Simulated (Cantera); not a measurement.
Cantera run:

```python
import numpy as np
import cantera as ct

gas_names = """
    C CH CH2 CH3 CH2OH CH3O CH4 CH3OH CO COS CO2 COOH CS CS2 C2 C2H CHCO,ketyl C2H2,acetylene
    C2H2,vinylidene CH2CO,ketene C2H3,vinyl CH3CO,acetyl C2H4 C2H4O,ethylen CH3CHO,ethanal CH3COOH
    (HCOOH)2 C2H5 C2H6 CH3OCH3 C2H5OH C2O C3 C3H3,propargyl C3H4,allene C3H4,propyne C3H4,cyclo-
    C3H5,allyl C3H6,propylene C3H6,cyclo- C3H6O C3H7,n-propyl C3H7,i-propyl C3H8 C3H8O,1propanol
    C3H8O,2propanol C3O2 C4 C4H2 C4H4,1,3-cyclo- C4H6,butadiene C4H6,2-butyne C4H6,cyclo- C4H8,1-butene
    C4H8,cis2-buten C4H8,tr2-butene C4H8,isobutene C4H8,cyclo- (CH3COOH)2 C4H9,n-butyl C4H9,i-butyl
    C4H9,s-butyl C4H9,t-butyl C4H10,isobutane C4H10,n-butane C5 C5H6,1,3cyclo- C5H8,cyclo-
    C5H10,1-pentene C5H10,cyclo- C5H11,pentyl C5H11,t-pentyl C5H12,n-pentane C5H12,i-pentane
    CH3C(CH3)2CH3 C6H2 C6H5,phenyl C6H5O,phenoxy C6H6 C6H5OH,phenol C6H10,cyclo- C6H12,1-hexene
    C6H12,cyclo- C6H13,n-hexyl C7H7,benzyl C7H8 C7H8O,cresol C7H14,1-heptene C7H15,n-heptyl
    C7H16,n-heptane C8H8,styrene C8H10,ethylbenz C8H16,1-octene C8H17,n-octyl C8H18,isooctane
    C8H18,n-octane C9H19,n-nonyl C10H8,naphthale C10H21,n-decyl C12H9,o-bipheny C12H10,bipheny Fe FeC5O5
    FeO Fe(OH)2 H HCO HO2 H2 HCHO,formaldehy HCOOH H2O H2O2 H2S H2SO4 O OH O2 O3 S SH SO SO2 SO3 S2 S2O
    S8
""".split()
cond_names = """
    C(gr) C6H6(L) C7H8(L) C8H18(L),n-octa Fe(a) Fe(c) Fe(d) Fe(L) FeC5O5(L) FeO(s) FeO(L) Fe(OH)2(s)
    Fe(OH)3(s) FeS(a) FeS(b) FeS(c) FeS(L) FeSO4(s) FeS2(s) Fe2O3(s) Fe2S3O12(s) Fe3O4(s) H2O(s) H2O(L)
    H2SO4(L) S(cr1) S(cr2) S(L)
""".split()


def load(file, names, dense=False):
    # The tables refer to 1 bar. Condensed volumes are neglected.
    table = {s.name: s for s in ct.Species.list_from_file(file)}
    out = []
    for n in names:
        d = dict(table[n].input_data)
        d["thermo"] = dict(d["thermo"], **{"reference-pressure": 1e5})
        if dense:
            d["equation-of-state"] = {"model": "constant-volume", "density": "1e6 g/cm^3"}
        out.append(ct.Species.from_dict(d))
    return out


gas = ct.Solution(thermo="ideal-gas", species=load("nasa_gas.yaml", gas_names))
cond = {s.name: ct.Solution(thermo="fixed-stoichiometry", species=[s], name=s.name)
        for s in load("nasa_condensed.yaml", cond_names, dense=True)}
atoms = {
    'Fe': {'Fe': 1},
    'H2S': {'H': 2, 'S': 1},
    'CO': {'C': 1, 'O': 1},
}
top_T = {'C(gr)': 4500, 'FeSO4(s)': 950, 'FeS2(s)': 1010, 'Fe2O3(s)': 1830, 'Fe2S3O12(s)': 1100, 'Fe3O4(s)': 1870}  # K; cautious upper limits of use, not melting points


def equilibrate(T, P, feed):
    n = {}
    for name, mol in feed.items():
        for a, k in atoms[name].items():
            n[a] = n.get(a, 0.0) + k * mol
    gas.TPX = T, P, n
    mass = sum(n.values()) * gas.mean_molecular_weight
    gas.equilibrate("TP")
    valid = [c for c in cond.values() if c.min_temp <= T <= top_T.get(c.name, c.max_temp)]
    mix = ct.Mixture([(gas, mass / gas.mean_molecular_weight)] + [(c, 0.0) for c in valid])
    mix.T, mix.P = T, P
    mix.equilibrate("TP", solver="vcs", rtol=1e-11, max_steps=5000)
    return mix


results = []
feed = {'Fe': 1, 'H2S': 0.053, 'CO': 0.6}  # mol
T = 1450  # K
for P in [10, 61, 370, 2200, 13000, 82000, 500000, 3000000]:
    mix = equilibrate(T, P, feed)
    results.append((T, P, feed, dict(zip(mix.species_names, mix.species_moles))))

top = {s: max(r[3][s] / sum(r[3][g] for g in gas_names) for r in results) for s in gas_names}
cols = sorted((s for s in top if top[s] > 1e-05), key=lambda s: -top[s])[:9]
seen = [c for c in cond_names if any(r[3].get(c, 0) > 1e-12 for r in results)]
print("log10 of partial pressures in bar; condensed amounts in mol")
print(f"{'P/Pa':>10s}" + "".join(f"{s[:9]:>10s}" for s in cols + seen))
for T, P, feed, n in results:
    ng = sum(n[g] for g in gas_names)
    print(f"{P:10.4g}" + "".join(f"{np.log10(max(n[s] / ng * P / 1e5, 1e-99)):10.3f}" for s in cols)
          + "".join(f"{n.get(c, 0):10.4g}" for c in seen))
```

Result:

```
log10 of partial pressures in bar; condensed amounts in mol
      P/Pa        CO        H2        S2       CO2       H2O       H2S        SH       CH4        Fe     C(gr)     Fe(c)    FeS(c)
        10    -4.054    -5.115    -5.423    -7.917    -8.601    -7.157    -7.148   -15.882    -7.302         0    0.9997         0
        61    -3.258    -4.319    -5.091    -6.958    -7.643    -6.195    -6.585   -13.655    -7.302         0    0.9661   0.03382
       370    -2.470    -3.530    -5.091    -6.170    -6.854    -5.407    -6.190   -11.290    -7.302         0    0.9512   0.04877
      2200    -1.695    -2.755    -5.091    -5.395    -6.078    -4.631    -5.803    -8.965    -7.302         0    0.9488   0.05123
   1.3e+04    -0.923    -1.983    -5.091    -4.621    -5.305    -3.859    -5.417    -6.651    -7.302         0    0.9483   0.05166
   8.2e+04    -0.124    -1.183    -5.091    -3.226    -3.910    -3.060    -5.017    -4.848    -7.302 0.0005222     0.948   0.05195
     5e+05     0.660    -0.401    -5.091    -1.660    -2.344    -2.278    -4.626    -3.283    -7.302  0.003358     0.948   0.05204
     3e+06     1.427     0.360    -5.091    -0.125    -0.816    -1.516    -4.245    -1.761    -7.302   0.01871    0.9479   0.05211
```

Equilibrium computed with Cantera from the NASA thermochemical tables; the gas is ideal and each condensed phase is pure. Iron dissolves carbon and melts from about 1420 K in contact with it, which pure phases cannot show. Metal and sulfide melt together well below either melting point, which pure phases cannot show. Mutual solubility and eutectic melting of coexisting phases are not modelled. FeS: taken at fixed stoichiometry. Condensed phases not in the tables: cementite and carbon dissolved in iron.
